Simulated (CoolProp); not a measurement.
Vapour-liquid equilibrium of dimethyl carbonate (1) + n-octane (2) at 395.7 K; x and y are mole fractions of (1).

Computed with CoolProp (multi-fluid Helmholtz-energy mixture model, Zhou 2011 and Beckmüller 2019; pair parameters Bell 2016).

| x | bubble pressure, mixture model (kPa) | bubble pressure, Raoult's law (kPa) | y, mixture model | y, Raoult's law |
|---|---|---|---|---|
| 0.05 | 122.3 | 101.2 | (withheld) | 0.128 |
| 0.2 | 186.6 | 125.9 | 0.570 | 0.410 |
| 0.35 | 223.2 | 150.7 | 0.678 | 0.599 |
| 0.5 | 243.5 | 175.4 | 0.736 | 0.735 |
| 0.65 | (withheld) | 200.2 | 0.780 | 0.838 |
| 0.8 | (withheld) | 225.0 | 0.835 | 0.917 |
| 0.95 | (withheld) | 249.7 | 0.938 | 0.981 |

Problem. Some entries are withheld; supply them.

Solution. 
- 0.05, y, mixture model: 0.266
- 0.65, bubble pressure, mixture model (kPa): 255.5
- 0.8, bubble pressure, mixture model (kPa): 263.0
- 0.95, bubble pressure, mixture model (kPa): 262.6

The largest gap from Raoult's law is +48.2 % in bubble pressure, at x = 0.2. y crosses x between x = 0.8 and 0.95: the model has an azeotrope there.

Pair parameters are fitted to limited data, so mixtures are less certain than the pure fluids.
